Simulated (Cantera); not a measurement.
A closed system holds: 1 mol SiHCl₃, 0.24 mol C₃H₈, a varied amount of H₂, at 975 °C and 0.0110 bar.

These are equilibrium values from Cantera (NASA tables, ideal gas, pure condensed phases), not measurements of a reactor. Candidate condensed phases: C, C₆H₆, C₇H₈, C₈H₁₈, Si, SiC; 109 gas species. Mutual solubility and eutectic melting of coexisting phases are not modelled. Rates play no part.

Q: What share of the Si ends up in condensed phases as a function of n(H₂) (mol), at 56, 67, 79, 93, 110, 130, 150, 180, 210, 250, 300?

A: 
| n(H₂) (mol) | Si condensed (%) | as |
|---|---|---|
| 56 | 72.0 | SiC(s) |
| 67 | 74.5 | Si(s) + SiC(s) |
| 79 | 77.5 | Si(s) + SiC(s) |
| 93 | 80.2 | Si(s) + SiC(s) |
| 110 | 82.8 | Si(s) + SiC(s) |
| 130 | 85.0 | Si(s) + SiC(s) |
| 150 | 86.8 | Si(s) + SiC(s) |
| 180 | 88.8 | Si(s) + SiC(s) |
| 210 | 90.2 | Si(s) + SiC(s) |
| 250 | 91.6 | Si(s) + SiC(s) |
| 300 | 92.9 | Si(s) + SiC(s) |
